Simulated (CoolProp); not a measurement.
Methane at several states: Z from the reference equation and from simpler models built on Tc = 190.6 K, pc = 4599 kPa, ω = 0.011; each cubic takes its own stable root.

Values from CoolProp's reference Helmholtz-energy equation of state, Setzmann 1991.

```
T (K)  p (kPa)  phase  reference
-----  -------  -----  ---------
386.1      876    gas     0.9951
331.9     4300    gas     0.9542
504.1      120    gas     1.0000
129.2      127    gas     0.9709
150.2      192    gas     0.9716
362.8     20.7    gas     0.9998
```

Question: How far does each simpler model (Pitzer virial, Redlich-Kwong, Peng-Robinson) lie from the reference over these 6 states: mean and median of the absolute difference, and the worst?

Answer: 
- Pitzer virial: mean 0.0 %, median 0.0 %, worst -0.2 % at 331.9 K and 4300 kPa
- Redlich-Kwong: mean 0.1 %, median 0.0 %, worst -0.3 % at 331.9 K and 4300 kPa
- Peng-Robinson: mean 0.3 %, median 0.1 %, worst -1.4 % at 331.9 K and 4300 kPa
